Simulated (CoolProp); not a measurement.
Saturation properties of cyclopentane (Tc = 238.6 °C, pc = 45.83 bar, ω = 0.202).

Computed with CoolProp (reference Helmholtz-energy equation of state, Gedanitz 2015).

```csv
T (°C),p (bar),vapour density (kg/m³),enthalpy of vaporisation (kJ/kg),liquid cp (kJ/(kg K)),surface tension (mN/m)
10.45,0.2307,0.6943,416.5,1.742,23.9
12.55,0.2529,0.7563,415.1,1.752,23.6
14.65,0.2769,0.8227,413.7,1.762,23.3
16.85,0.3040,0.8971,412.2,1.772,23.0
18.95,0.3318,0.9731,410.8,1.782,22.7
21.05,0.3616,1.054,409.4,1.792,22.4
23.25,0.3951,1.144,407.9,1.802,22.1
25.35,0.4293,1.236,406.4,1.813,21.8
27.45,0.4659,1.334,405.0,1.823,21.5
29.55,0.5050,1.437,403.5,1.833,21.2
31.75,0.5486,1.553,402.0,1.844,20.9
33.85,0.5931,1.669,400.5,1.855,20.6
35.95,0.6403,1.792,399.0,1.865,20.3
```

It boils at 49.2 °C under 1 atm.

Surface tension comes from a separate correlation (Mulero 2014).
